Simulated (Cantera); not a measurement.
Feed: 1 mol MgO, a varied amount of Cl2, 2.2 mol O2, at 1075 K and 1.10 mbar.

Method: chemical equilibrium by Gibbs-energy minimisation in Cantera with the NASA 1993 tables (ideal gas, pure condensed phases). Candidate condensed phases: Mg, MgCl2, MgO; 11 gas species. Kinetics and transport are ignored.

x: gas mole fraction; n: condensed amount in mol.

```json
[
 {"n(Cl2) (mol)": "4.5", "x Cl2": "0.636", "x O2": "0.327", "x Cl": "0.0265", "x MgCl2": "0.0102", "x ClO": "2.59e-5", "x O": "2.26e-8", "n MgO(s)": "0.930"},
 {"n(Cl2) (mol)": "7.9", "x Cl2": "0.737", "x O2": "0.220", "x Cl": "0.0286", "x MgCl2": "0.0144", "x ClO": "2.29e-5", "x O": "1.86e-8", "n MgO(s)": "0.851"},
 {"n(Cl2) (mol)": "11", "x Cl2": "0.782", "x O2": "0.171", "x Cl": "0.0294", "x MgCl2": "0.0173", "x ClO": "2.08e-5", "x O": "1.64e-8", "n MgO(s)": "0.766"},
 {"n(Cl2) (mol)": "15", "x Cl2": "0.815", "x O2": "0.135", "x Cl": "0.0300", "x MgCl2": "0.0204", "x ClO": "1.88e-5", "x O": "1.45e-8", "n MgO(s)": "0.641"},
 {"n(Cl2) (mol)": "18", "x Cl2": "0.830", "x O2": "[?]", "x Cl": "0.0303", "x MgCl2": "[?]", "x ClO": "1.77e-5", "x O": "1.35e-8", "n MgO(s)": "[?]"},
 {"n(Cl2) (mol)": "22", "x Cl2": "0.844", "x O2": "0.101", "x Cl": "0.0306", "x MgCl2": "0.0244", "x ClO": "1.65e-5", "x O": "1.25e-8", "n MgO(s)": "0.392"},
 {"n(Cl2) (mol)": "25", "x Cl2": "0.852", "x O2": "0.0915", "x Cl": "0.0307", "x MgCl2": "0.0258", "x ClO": "1.58e-5", "x O": "1.20e-8", "n MgO(s)": "0.277"},
 {"n(Cl2) (mol)": "29", "x Cl2": "0.859", "x O2": "0.0822", "x Cl": "0.0309", "x MgCl2": "0.0275", "x ClO": "1.51e-5", "x O": "1.13e-8", "n MgO(s)": "0.116"},
 {"n(Cl2) (mol)": "32", "x Cl2": "0.864", "x O2": "0.0766", "x Cl": "0.0309", "x MgCl2": "0.0284", "x ClO": "1.46e-5", "x O": "1.09e-8", "n MgO(s)": "0"},
 {"n(Cl2) (mol)": "36", "x Cl2": "0.875", "x O2": "0.0687", "x Cl": "0.0311", "x MgCl2": "0.0254", "x ClO": "1.39e-5", "x O": "1.04e-8", "n MgO(s)": "0"}
]
```

Question: What belongs in the gaps?

Answer: 
- 18, x O2: 0.117
- 18, x MgCl2: 0.0223
- 18, n MgO(s): 0.538
